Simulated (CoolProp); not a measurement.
A single-stage vapour-compression cycle with R134a: evaporating at 262.15 K (dew point), condensing at 289.15 K (bubble point), superheat 0 K, subcooling 5 K, compressor efficiency 0.7, no pressure losses. Each further row changes one setting.

Computed with CoolProp (reference Helmholtz-energy equation of state, Tillner-Roth 1994).

| case | cooling COP | pressure ratio | discharge temperature (K) | refrigerating effect (kJ/kg) | volumetric capacity (kJ/m³) |
|---|---|---|---|---|---|
| as stated | 6.27 | 2.62 | 302.4 | 177 | 1710 |
| evaporating temperature 267.15 K | 7.99 | 2.15 | 299.5 | 180 | 2100 |
| condensing temperature 284.15 K | [?] | 2.22 | [?] | 184 | 1780 |
| subcooling 10 K | [?] | 2.62 | 302.4 | 184 | 1780 |
| superheat 10 K | 6.26 | 2.62 | 312.8 | 186 | 1710 |
| compressor efficiency 0.6 | 5.37 | 2.62 | [?] | 177 | 1710 |

### Question
Fill in the missing entries.

### Answer

- condensing temperature 284.15 K, cooling COP: 7.87
- condensing temperature 284.15 K, discharge temperature (K): 295.4
- subcooling 10 K, cooling COP: 6.51
- compressor efficiency 0.6, discharge temperature (K): 307.3
